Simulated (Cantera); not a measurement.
Source: NASA polynomial tables (part measured, part estimated), evaluated in Cantera. Values are per mole of reaction as written; species without (g) are pure solids or liquids, kept so even where they would boil at 1 bar.

2 H2O(g) + 2 Ca + O2(g) = 2 Ca(OH)2

| T (K) | ΔH° (kJ) | ΔS° (J/K) | ΔG° (kJ) | log10 K |
|---|---|---|---|---|
| 300 | -1488.5 | -500.9 | -1338.2 | 233.00 |
| 423 | ___ | ___ | ___ | ___ |
| 498 | ___ | ___ | ___ | ___ |
| 573 | ___ | ___ | ___ | ___ |
| 648 | ___ | ___ | ___ | ___ |
| 723 | -1471.0 | -464.4 | -1135.3 | 82.02 |
| 798 | -1466.9 | -459.0 | -1100.6 | 72.04 |

**Question.** Fill in the missing entries.

**Answer.** 
- 423, ΔH° (kJ): -1483.8
- 423, ΔS° (J/K): -487.9
- 423, ΔG° (kJ): -1277.4
- 423, log10 K: 157.74
- 498, ΔH° (kJ): -1480.2
- 498, ΔS° (J/K): -480.2
- 498, ΔG° (kJ): -1241.1
- 498, log10 K: 130.18
- 573, ΔH° (kJ): -1476.5
- 573, ΔS° (J/K): -473.2
- 573, ΔG° (kJ): -1205.4
- 573, log10 K: 109.88
- 648, ΔH° (kJ): -1472.8
- 648, ΔS° (J/K): -467.1
- 648, ΔG° (kJ): -1170.1
- 648, log10 K: 94.32
